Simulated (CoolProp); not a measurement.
n-perfluoropentane along the isotherm 286.8 K: Z from the reference equation and from simpler models built on Tc = 421.0 K, pc = 2.063 MPa, ω = 0.436; each cubic takes its own stable root.

Computed with CoolProp (reference Helmholtz-energy equation of state, Gao 2022).

| p (MPa) | phase | reference | van der Waals | Redlich-Kwong | Peng-Robinson |
|---|---|---|---|---|---|
| 0.00979 | gas | 0.9939 | 0.9965 | 0.9953 | 0.9941 |
| 0.0223 | gas | 0.9859 | 0.9921 | 0.9892 | 0.9864 |
| 0.0507 | gas | 0.9672 | 0.9819 | 0.9752 | (withheld) |
| 0.115 | liquid | 0.008460 | 0.9579 | 0.9420 | 0.008032 |
| 0.263 | liquid | 0.01934 | 0.8976 | 0.02215 | (withheld) |
| 0.597 | liquid | 0.04386 | 0.07291 | (withheld) | (withheld) |
| 1.36 | liquid | 0.09968 | 0.1638 | 0.1133 | 0.09443 |
| 3.09 | liquid | 0.2254 | 0.3631 | (withheld) | 0.2130 |

Q: Some entries are withheld; supply them.

A: 
- 0.0507, Peng-Robinson: 0.9687
- 0.263, Peng-Robinson: 0.01835
- 0.597, Redlich-Kwong: 0.05011
- 0.597, Peng-Robinson: 0.04160
- 3.09, Redlich-Kwong: 0.2536

At some of these states van der Waals, Redlich-Kwong gives the other phase, because its saturation line lies elsewhere.
